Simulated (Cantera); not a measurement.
An adiabatic, constant-pressure homogeneous reactor starts with CH3OH : O2 : N2 = 1 : 3.85 : 14.5 (molar parts), at 1173 K and 0.670 bar.

Computed with Cantera and GRI-Mech 3.0 (53 species, 325 reactions). GRI-Mech 3.0 was tuned for natural gas; its chemistry of methanol as a main component is partial and can be far from experiment.

x: mole fraction; the columns are a selection and need not sum to one.

| t (s) | T (K) | x CH3OH | x O2 | x HCN | x CH2O | x CO | x NO2 |
|---|---|---|---|---|---|---|---|
| 2.00e-6 | 1173 | 0.0517 | 0.199 | <1e-12 | 1.41e-9 | 4.06e-10 | <1e-12 |
| 5.92e-6 | 1173 | 0.0517 | 0.199 | <1e-12 | 6.55e-9 | 1.22e-9 | <1e-12 |
| 1.75e-5 | 1173 | 0.0517 | 0.199 | <1e-12 | 2.27e-8 | 3.63e-9 | <1e-12 |
| 5.20e-5 | 1173 | 0.0517 | 0.199 | <1e-12 | 7.34e-8 | 1.08e-8 | <1e-12 |
| 0.000154 | 1173 | 0.0517 | 0.199 | <1e-12 | 2.40e-7 | 3.20e-8 | <1e-12 |
| 0.000456 | 1173 | 0.0517 | 0.199 | <1e-12 | 7.86e-7 | 9.53e-8 | <1e-12 |
| 0.00135 | 1173 | 0.0517 | 0.199 | <1e-12 | … | … | <1e-12 |
| 0.00400 | 1173 | 0.0517 | 0.199 | <1e-12 | 9.40e-6 | 9.28e-7 | <1e-12 |
| 0.0118 | 1173 | 0.0516 | 0.199 | <1e-12 | 8.64e-5 | 5.29e-6 | <1e-12 |
| 0.0351 | 2054 | <1e-12 | 0.118 | <1e-12 | <1e-12 | 0.000368 | 4.32e-8 |
| 0.104 | 2054 | <1e-12 | 0.118 | <1e-12 | <1e-12 | 0.000367 | 2.22e-7 |
| 0.308 | 2053 | <1e-12 | 0.117 | <1e-12 | <1e-12 | 0.000364 | 7.33e-7 |
| 0.912 | 2050 | <1e-12 | 0.117 | <1e-12 | <1e-12 | 0.000357 | 2.06e-6 |
| 2.70 | 2045 | <1e-12 | 0.115 | <1e-12 | <1e-12 | 0.000344 | … |
| 8.00 | 2042 | <1e-12 | 0.115 | <1e-12 | <1e-12 | 0.000337 | 5.87e-6 |

**Question.** Some entries are withheld; supply them.

**Answer.** 
- 0.00135, x CH2O: 2.52e-6
- 0.00135, x CO: 2.88e-7
- 2.70, x NO2: 4.46e-6
